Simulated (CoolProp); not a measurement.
Computed with CoolProp (reference Helmholtz-energy equation of state, Lemmon 2005). It is a short technical equation, of lower accuracy than the large ones.

Q: For isobutene, give the phase and the speed of sound (m/s), Joule-Thomson coefficient (K/MPa) at 484 K and 0.101 MPa; 506 K and 0.101 MPa.

A: 
- 484 K and 0.101 MPa: gas; speed of sound 276, Joule-Thomson coefficient 5.65
- 506 K and 0.101 MPa: gas; speed of sound 282, Joule-Thomson coefficient 5.01
